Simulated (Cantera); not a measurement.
Mixture: 13.4 % H₂, 12.9 % O₂, 73.6 % N₂, equivalence ratio 0.52, at 1.10 bar, adiabatic and at constant pressure. Ignition delay is the time to a rise of 400 K.

Detailed kinetics in Cantera: the H2/O2 subset of GRI-Mech 3.0, which has no nitrogen chemistry. Where the delays flatten at high temperature, the 400 K rule measures the pace of heat release, not the induction time.

Task: Predict: delay at 1000 K; delay at 1200 K; delay at 1400 K; delay at 1600 K; delay at 1800 K.

Result: 
| Item | Value |
|---|---|
| delay at 1000 K | 0.421 ms |
| delay at 1200 K | 67.3 µs |
| delay at 1400 K | 39.9 µs |
| delay at 1600 K | 38.8 µs |
| delay at 1800 K | 47.3 µs |
